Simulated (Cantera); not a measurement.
# Ammonia decomposition in nitride growth gas

An isothermal, constant-pressure homogeneous reactor starts with NH3 : N2 = 0.19 : 0.11 (molar parts), at 1900 K and 10.00 Torr.

Detailed kinetics in Cantera: the gas-phase N/H chemistry of the illustrative SiF4/NH3 mechanism in the Surface Chemkin manual (1991). Walls and surfaces, which speed up NH3 decomposition in real reactors, are not modelled.

```json
[
 {"t (s)": "0.000100", "x NH3": "0.633", "x N2H4": "<1e-12", "x NH2": "5.49e-6", "x H": "1.80e-7", "x N2": "0.367", "x NH": "1.31e-10", "x N": "<1e-12"},
 {"t (s)": "0.000330", "x NH3": "0.633", "x N2H4": "4.62e-12", "x NH2": "1.85e-5", "x H": "1.80e-7", "x N2": "0.367", "x NH": "2.06e-9", "x N": "<1e-12"},
 {"t (s)": "0.00109", "x NH3": "0.633", "x N2H4": "5.37e-11", "x NH2": "6.14e-5", "x H": "1.83e-7", "x N2": "0.367", "x NH": "3.64e-8", "x N": "1.66e-11"},
 {"t (s)": "0.00358", "x NH3": "0.633", "x N2H4": "5.87e-10", "x NH2": "0.000201", "x H": "2.20e-7", "x N2": "0.367", "x NH": "4.83e-7", "x N": "4.90e-10"},
 {"t (s)": "0.0118", "x NH3": "0.632", "x N2H4": "5.68e-9", "x NH2": "0.000625", "x H": "7.37e-7", "x N2": "0.367", "x NH": "3.07e-6", "x N": "4.75e-9"},
 {"t (s)": "0.0389", "x NH3": "0.626", "x N2H4": "1.59e-8", "x NH2": "0.00105", "x H": "4.77e-6", "x N2": "0.367", "x NH": "7.10e-6", "x N": "4.23e-8"},
 {"t (s)": "0.128", "x NH3": "0.603", "x N2H4": "1.36e-8", "x NH2": "0.000967", "x H": "1.70e-5", "x N2": "0.369", "x NH": "9.12e-6", "x N": "1.74e-7"},
 {"t (s)": "0.423", "x NH3": "0.533", "x N2H4": "9.59e-9", "x NH2": "0.000812", "x H": "5.09e-5", "x N2": "0.375", "x NH": "1.12e-5", "x N": "4.69e-7"},
 {"t (s)": "1.40", "x NH3": "0.371", "x N2H4": "5.10e-9", "x NH2": "0.000592", "x H": "0.000138", "x N2": "0.388", "x NH": "1.13e-5", "x N": "7.46e-7"},
 {"t (s)": "4.60", "x NH3": "0.148", "x N2H4": "1.31e-9", "x NH2": "0.000300", "x H": "0.000324", "x N2": "0.406", "x NH": "8.19e-6", "x N": "8.09e-7"},
 {"t (s)": "15.2", "x NH3": "0.0191", "x N2H4": "7.01e-11", "x NH2": "6.95e-5", "x H": "0.000734", "x N2": "0.417", "x NH": "3.56e-6", "x N": "6.66e-7"},
 {"t (s)": "50.0", "x NH3": "3.39e-5", "x N2H4": "<1e-12", "x NH2": "7.41e-7", "x H": "0.00451", "x N2": "0.417", "x NH": "2.30e-7", "x N": "2.61e-7"}
]
```
x: mole fraction; the columns are a selection and need not sum to one.

Equilibrium at this temperature and pressure: NH3 9.01e-8, N2H4 <1e-12, NH2 2.30e-9, H 0.00526, N2 0.417, NH 8.30e-10, N 1.10e-9 (gas phase only).
